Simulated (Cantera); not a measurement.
A freely propagating, adiabatic, planar premixed flame of 37.1 % H2, 13.2 % O2, 49.7 % N2, unburnt at 425 K and 6.10 bar; mixture-averaged transport, grid criteria slope 0.08 and curve 0.16, no radiation.

Cantera simulation using the H2/O2 subset of GRI-Mech 3.0, which has no nitrogen chemistry; the numbers are that mechanism's predictions, not measurements. The hydrogen kinetics of GRI-Mech 3.0 are dated; newer H2 mechanisms differ, most at raised pressure. Burning velocities carry a grid error of a few per cent, more on coarse grids.

x: mole fraction of selected species; z is measured from the peak of heat release.

| z (mm) | T (K) | u (m/s) | x H2 | x O2 | x HO2 | x H | x H2O2 | x H2O |
|---|---|---|---|---|---|---|---|---|
| -0.114 | 425 | 4.91 | 0.371 | 0.132 | <1e-8 | <1e-8 | <1e-8 | <1e-8 |
| -0.0760 | 425 | 4.91 | 0.371 | 0.132 | <1e-8 | <1e-8 | <1e-8 | 2.36e-8 |
| -0.0570 | 425 | 4.91 | 0.371 | 0.132 | 3.23e-8 | <1e-8 | <1e-8 | 3.46e-7 |
| -0.0380 | 426 | 4.91 | 0.369 | 0.133 | 1.21e-6 | <1e-8 | [?] | 1.01e-5 |
| -0.0190 | 484 | 5.46 | 0.353 | 0.135 | 0.000384 | 9.52e-6 | [?] | 0.00211 |
| -0.00950 | 815 | 8.83 | 0.308 | 0.127 | 0.00110 | 0.00229 | [?] | 0.0311 |
| 0 | 1291 | 13.6 | 0.235 | 0.0958 | 0.000472 | 0.0160 | [?] | 0.105 |
| 0.00950 | 1630 | 17.0 | 0.167 | 0.0514 | 0.000214 | 0.0333 | [?] | 0.190 |
| 0.0190 | 1819 | 18.8 | 0.129 | 0.0231 | 8.96e-5 | 0.0414 | [?] | 0.241 |
| 0.0380 | 1992 | 20.5 | 0.109 | 0.00631 | 2.29e-5 | 0.0393 | [?] | 0.273 |
| 0.0760 | 2135 | 21.7 | 0.109 | 0.00227 | 8.18e-6 | 0.0289 | [?] | 0.285 |
| 0.152 | 2247 | 22.7 | 0.111 | 0.00106 | 3.71e-6 | 0.0188 | [?] | 0.293 |
| 0.304 | 2325 | 23.4 | 0.113 | 0.000432 | 1.42e-6 | 0.0115 | [?] | 0.299 |

**Question.** Complete the blanks.

**Answer.** 
- -0.0380, x H2O2: 8.25e-8
- -0.0190, x H2O2: 2.58e-5
- -0.00950, x H2O2: 0.000132
- 0, x H2O2: 4.86e-5
- 0.00950, x H2O2: 5.85e-6
- 0.0190, x H2O2: 3.04e-6
- 0.0380, x H2O2: 1.62e-6
- 0.0760, x H2O2: 8.65e-7
- 0.152, x H2O2: 4.90e-7
- 0.304, x H2O2: 2.63e-7
